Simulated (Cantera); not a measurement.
Feed: 1 mol Si, 1.2 mol Cl₂, 12 mol H₂, at 1573.15 K and 0.00370 bar.

Equilibrium computed with Cantera from the NASA thermochemical tables; the gas is ideal and each condensed phase is pure. Candidate condensed phases: Si; 19 gas species. The tables' values for SiCl₃, SiCl are old estimates; treat these amounts as uncertain. The numbers say what is thermodynamically allowed, not how fast it happens.

What is the equilibrium state?


```
Property        Value
----------  ---------
x(H₂)           0.858
x(HCl)          0.101
x(SiCl₂)       0.0399
x(H)         0.000620
x(SiCl₃)     0.000419
x(Cl)         5.78e-5
x(SiCl)       3.97e-5
x(Si)         1.49e-5
x(SiHCl₃)     1.31e-5
n(Si(s))    0.467 mol
gas amount  13.20 mol
```
